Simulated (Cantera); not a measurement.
An adiabatic, constant-pressure homogeneous reactor starts with 17.4 % CH₄, 17.4 % O₂, 65.3 % N₂, equivalence ratio 2.0, at 1100 K and 9.10 bar.

Detailed kinetics in Cantera: GRI-Mech 3.0 (53 species, 325 reactions).

Task: Predict: time of steepest temperature rise; temperature at 0.800 s; equilibrium temperature; x(CH₄) at 0.800 s; x(O₂) at 0.800 s; x(H₂) at 0.800 s; x(HCO) at 0.800 s.

Result: 
- time of steepest temperature rise = 28.5 ms
- temperature at 0.800 s = 2198 K
- equilibrium temperature = 2198 K
- x(CH₄) at 0.800 s = 5.05e-9 (gas-phase equilibrium 5.69e-9)
- x(O₂) at 0.800 s = 8.51e-8 (gas-phase equilibrium 8.51e-8)
- x(H₂) at 0.800 s = 0.166 (gas-phase equilibrium 0.166)
- x(HCO) at 0.800 s = 2.10e-7 (gas-phase equilibrium 2.10e-7)
